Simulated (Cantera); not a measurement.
Input: 1 mol Ta(OEt)₅, 0.61 mol CH₄, equilibrated at 0.0100 bar.

Method: chemical equilibrium by Gibbs-energy minimisation in Cantera with the NASA 1993 tables (ideal gas, pure condensed phases). Candidate condensed phases: C, C₆H₆, C₇H₈, C₈H₁₈, H₂O, Ta, TaC, Ta₂O₅; 113 gas species. The feed counts by its element totals alone. TaC: taken at fixed stoichiometry. Condensed phases not in the tables: Ta₂C. Kinetics and transport are ignored.

Problem. At 2698 K, list the 5 most abundant gas species with their mole fractions, and the condensed phases.

Solution. H₂ 0.409, H 0.361, CO 0.218, C₂H₂ (acetylene) 0.00958, C₂H 0.000893. Condensed: C(graphite) + TaC(s).
